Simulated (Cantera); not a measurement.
A closed system holds: 1 mol PbO, 0.29 mol H2, at 0.310 bar.

These are equilibrium values from Cantera (NASA tables, ideal gas, pure condensed phases), not measurements of a reactor. Candidate condensed phases: H2O, Pb, PbO, PbO2, Pb3O4; 12 gas species. Mutual solubility and eutectic melting of coexisting phases are not modelled. Rates play no part.

x: gas mole fraction; n: condensed amount in mol.

```csv
T (K),x H2O,x Pb,x H2,x PbO,x OH,x Pb2,n Pb(s),n PbO(red),n Pb(l),n PbO(yellow)
550,1.000,<1e-12,1.12e-5,<1e-12,<1e-12,<1e-12,0.290,0.710,0,0
625,1.000,?,?,<1e-12,<1e-12,<1e-12,0,0.710,0.290,0
700,1.000,?,?,<1e-12,<1e-12,<1e-12,0,0.710,0.290,0
775,1.000,8.03e-8,5.55e-5,5.79e-11,<1e-12,<1e-12,0,0,0.290,0.710
850,1.000,1.03e-6,8.02e-5,2.69e-9,2.32e-12,<1e-12,0,0,0.290,0.710
925,1.000,8.62e-6,0.000111,6.58e-8,5.26e-11,8.04e-12,0,0,0.290,0.710
1000,1.000,5.22e-5,0.000147,9.83e-7,7.43e-10,1.65e-10,0,0,0.290,0.710
1075,1.000,0.000245,0.000190,9.94e-6,7.23e-9,2.18e-9,0,0,0.290,0.710
```

What belongs in the gaps?


- 625, x Pb: 7.52e-11
- 625, x H2: 2.21e-5
- 700, x Pb: 3.59e-9
- 700, x H2: 3.64e-5
